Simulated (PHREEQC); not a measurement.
Consider water at 29 °C with 0.037 mol/kgw HF, 0.038 mol/kgw (CH3)4NF and 0.061 mol/kgw H2SO4. Closed to the air; pH follows from the charge balance.

Equilibrium calculation in PHREEQC: ion-association model, phreeqc.dat.

```
quantity                    before     after
------------------------  --------  --------
ionic strength (mol/kgw)     0.105     0.375
HSO4- (mol/kgw)             0.0399     0.270
SO4-2 (mol/kgw)             0.0211    0.0348
F- (mol/kgw)               0.00160  0.000329
HF2- (mol/kgw)            0.000458   9.48e-5
```

Task: Name the change that produced these shifts.
A) HF left out
B) (CH3)4NF from 0.038 to 0.0038 mol/kgw
C) temperature from 29 to 5 °C
D) H2SO4 from 0.061 to 0.0915 mol/kgw
E) H2SO4 from 0.061 to 0.305 mol/kgw

Result: E, H2SO4 from 0.061 to 0.305 mol/kgw

This is a speciation only: nothing precipitates in the calculation. (CH3)4N+ isn't in the database: it is added as a free cation with an ion size of 4 Å.
